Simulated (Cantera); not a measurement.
**Adiabatic ignition**

An adiabatic, constant-pressure homogeneous reactor starts with CH4 : O2 : N2 = 1 : 1.05 : 3.96 (molar parts), equivalence ratio 1.9, at 1148 K and 120000 Pa.

Computed with Cantera and GRI-Mech 3.0 (53 species, 325 reactions).

| t (s) | T (K) | x CH4 | x O2 | x CH2 | x H2O | x H2O2 | x H2 |
|---|---|---|---|---|---|---|---|
| 1.00e-6 | 1148 | 0.166 | 0.175 | <1e-12 | <1e-12 | <1e-12 | 1.43e-12 |
| 3.16e-6 | 1148 | 0.166 | 0.175 | <1e-12 | 5.25e-12 | 2.26e-12 | 7.54e-12 |
| 1.00e-5 | 1148 | 0.166 | 0.175 | <1e-12 | 3.79e-11 | 2.24e-11 | 2.98e-11 |
| 3.16e-5 | 1148 | 0.166 | 0.175 | <1e-12 | 3.10e-10 | 2.19e-10 | 1.17e-10 |
| 0.000100 | 1148 | 0.166 | 0.175 | <1e-12 | 3.17e-9 | 2.03e-9 | 5.79e-10 |
| 0.000316 | 1148 | 0.166 | 0.175 | <1e-12 | 4.09e-8 | 1.61e-8 | 4.60e-9 |
| 0.00100 | 1148 | 0.166 | 0.175 | <1e-12 | 6.44e-7 | 8.04e-8 | 6.82e-8 |
| 0.00316 | 1148 | 0.166 | 0.175 | <1e-12 | 8.42e-6 | 1.22e-7 | 1.08e-6 |
| 0.0100 | 1148 | 0.166 | 0.175 | <1e-12 | 4.88e-5 | 1.70e-7 | 6.96e-6 |
| 0.0316 | 1150 | 0.166 | 0.174 | <1e-12 | 0.000268 | 4.47e-7 | 4.77e-5 |
| 0.100 | 1177 | 0.161 | 0.170 | 1.65e-11 | 0.00490 | 5.41e-6 | 0.00138 |
| 0.316 | 2283 | 3.57e-11 | 2.54e-6 | <1e-12 | 0.137 | 1.01e-9 | 0.148 |
| 1.00 | 2283 | 3.57e-11 | 2.54e-6 | <1e-12 | 0.137 | 1.01e-9 | 0.148 |
x: mole fraction; the columns are a selection and need not sum to one.

time of steepest temperature rise: 0.120 s
temperature at 1.00 s: 2283 K
equilibrium temperature: 2283 K
x(CH4) at 1.00 s: 3.57e-11 (gas-phase equilibrium 4.04e-11)
x(O2) at 1.00 s: 2.54e-6 (gas-phase equilibrium 2.54e-6)
x(CH2) at 1.00 s: <1e-12 (gas-phase equilibrium <1e-12)
